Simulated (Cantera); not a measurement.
A diamond (100) surface in a fixed gas of H2 with x(CH4) = 0.0054, x(CH3) = 0.00025, at 1200 K, 59.3 Torr; coverages are run to steady state.

Computed with Cantera and the Harris–Goodwin 1993 mechanism for the reconstructed diamond (100) surface.

One state of this run: growth (µm/h) = 6.46; θ c6HH = 0.442; θ c6H* = 0.0378; θ c6*H = 0.483; θ c6** = 0.0273; θ c6HM = 0.00535. θ: site fractions in the mechanism's names (c6HH fully hydrogenated, c6H* and c6*H radical sites, c6** diradical, c6HM methylated).

Which value of x(H) does it belong to?
(A) 0.00055
(B) 0.017
(C) 0.0031
(D) 0.0013

C, 0.0031
